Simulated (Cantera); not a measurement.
A perfectly stirred reactor is fed with H2 : O2 : N2 : H2O = 1 : 1.19 : 4.48 : 0.24 (molar parts), equivalence ratio 0.42, at 17.0 bar; it is adiabatic with a 700 K inlet, and is followed from long to short residence time, starting on the burning branch (τ in s: 0.21, 0.078, 0.029, 0.011, 0.004, 0.0015, 0.00054, 0.0002, 7.5e-05).

Model: the H2/O2 subset of GRI-Mech 3.0, which has no nitrogen chemistry, integrated in Cantera. The hydrogen kinetics of GRI-Mech 3.0 are dated; newer H2 mechanisms differ, most at raised pressure. The pressure lies above the range GRI-Mech 3.0 was tuned for (to about 10 atm).

**Question.** What does this change do: inlet temperature 700 to 750 K?

**Answer.** 
```json
[
 {"quantity": "blow-out, bracketed by the residence times tried", "before": "burning at 75.0 µs, the shortest tried", "after": "burning at 75.0 µs, the shortest tried"},
 {"quantity": "x(H2) at τ = 0.210 s", "before": "9.76e-6", "after": "1.17e-5"},
 {"quantity": "x(O2) at τ = 0.210 s", "before": "0.108", "after": "0.108"},
 {"quantity": "x(H2O) at τ = 0.210 s", "before": "0.193", "after": "0.193"},
 {"quantity": "x(O) at τ = 0.210 s", "before": "7.60e-6", "after": "1.12e-5"},
 {"quantity": "x(H2O2) at τ = 0.210 s", "before": "2.15e-7", "after": "2.51e-7"},
 {"quantity": "x(H2) at τ = 4.00 ms", "before": "0.000137", "after": "0.000120"},
 {"quantity": "x(O2) at τ = 4.00 ms", "before": "0.108", "after": "0.108"},
 {"quantity": "x(H2O) at τ = 4.00 ms", "before": "0.193", "after": "0.193"},
 {"quantity": "x(O) at τ = 4.00 ms", "before": "2.22e-5", "after": "2.69e-5"},
 {"quantity": "x(H2O2) at τ = 4.00 ms", "before": "5.23e-7", "after": "4.99e-7"}
]
```

**Question.** What does this change do: H2 1 to 0.62 parts?

**Answer.** 
```
quantity                                                                          before                                after
------------------------------------------------  --------------------------------------  -----------------------------------
blow-out, bracketed by the residence times tried  burning at 75.0 µs, the shortest tried  burning at 1.50 ms, out at 0.540 ms
x(H2) at τ = 0.210 s                                                             9.76e-6                              6.00e-5
x(O2) at τ = 0.210 s                                                               0.108                                0.141
x(H2O) at τ = 0.210 s                                                              0.193                                0.138
x(O) at τ = 0.210 s                                                              7.60e-6                              2.08e-7
x(H2O2) at τ = 0.210 s                                                           2.15e-7                              9.86e-8
x(H2) at τ = 4.00 ms                                                            0.000137                              0.00237
x(O2) at τ = 4.00 ms                                                               0.108                                0.142
x(H2O) at τ = 4.00 ms                                                              0.193                                0.136
x(O) at τ = 4.00 ms                                                              2.22e-5                              3.75e-6
x(H2O2) at τ = 4.00 ms                                                           5.23e-7                              6.79e-6
```

**Question.** What does this change do: inlet temperature 700 to 775 K?

**Answer.** 
```json
[
 {"quantity": "blow-out, bracketed by the residence times tried", "before": "burning at 75.0 µs, the shortest tried", "after": "burning at 75.0 µs, the shortest tried"},
 {"quantity": "x(H2) at τ = 0.210 s", "before": "9.76e-6", "after": "1.32e-5"},
 {"quantity": "x(O2) at τ = 0.210 s", "before": "0.108", "after": "0.108"},
 {"quantity": "x(H2O) at τ = 0.210 s", "before": "0.193", "after": "0.193"},
 {"quantity": "x(O) at τ = 0.210 s", "before": "7.60e-6", "after": "1.36e-5"},
 {"quantity": "x(H2O2) at τ = 0.210 s", "before": "2.15e-7", "after": "2.72e-7"},
 {"quantity": "x(H2) at τ = 4.00 ms", "before": "0.000137", "after": "0.000114"},
 {"quantity": "x(O2) at τ = 4.00 ms", "before": "0.108", "after": "0.107"},
 {"quantity": "x(H2O) at τ = 4.00 ms", "before": "0.193", "after": "0.193"},
 {"quantity": "x(O) at τ = 4.00 ms", "before": "2.22e-5", "after": "2.97e-5"},
 {"quantity": "x(H2O2) at τ = 4.00 ms", "before": "5.23e-7", "after": "4.93e-7"}
]
```
